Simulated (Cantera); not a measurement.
**Reactions in the system Ca-Cl-H-O**

Standard-state values (1 bar) from the NASA 1993 polynomials, evaluated with Cantera. Values are per mole of reaction as written; species without (g) are pure solids or liquids, kept so even where they would boil at 1 bar.

2 H(g) + 2 CaCl₂ + H₂O₂(g) ⇌ 4 HCl(g) + 2 CaO

```csv
T (K),ΔH° (kJ),ΔS° (J/K),ΔG° (kJ),log10 K,condensed phases
300,-347.5,150.7,-392.7,68.38,"CaCl₂(s), CaO(s)"
1373,-453.4,35.8,-502.5,19.12,"CaCl₂(l), CaO(s)"
1423,-456.8,33.3,-504.2,18.51,"CaCl₂(l), CaO(s)"
1473,-460.2,30.9,-505.8,17.94,"CaCl₂(l), CaO(s)"
1523,-463.6,28.7,-507.3,17.40,"CaCl₂(l), CaO(s)"
1573,-466.9,26.5,-508.7,16.89,"CaCl₂(l), CaO(s)"
1623,-470.2,24.5,-510.0,16.41,"CaCl₂(l), CaO(s)"
1673,-473.5,22.5,-511.1,15.96,"CaCl₂(l), CaO(s)"
1723,-476.8,20.6,-512.2,15.53,"CaCl₂(l), CaO(s)"
1773,-480.0,18.7,-513.2,15.12,"CaCl₂(l), CaO(s)"
```
